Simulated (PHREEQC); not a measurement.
Polishing slurry liquid: an equilibrium model

Dissolve 1.9 mol/kgw KOH, 0.0096 mol/kgw KNO3 and 0.001 mol/kgw CO2 at 20 °C. Closed to the air; pH follows from the charge balance.

Model: ion-association model, wateq4f.dat, run in PHREEQC.

Precipitation was switched off in this run.

Q: What pH, activity of water does the model give?

A: pH 14.21; activity of water 0.935.

Ionic strength above about 0.7 mol/kgw puts this run outside the model's range.
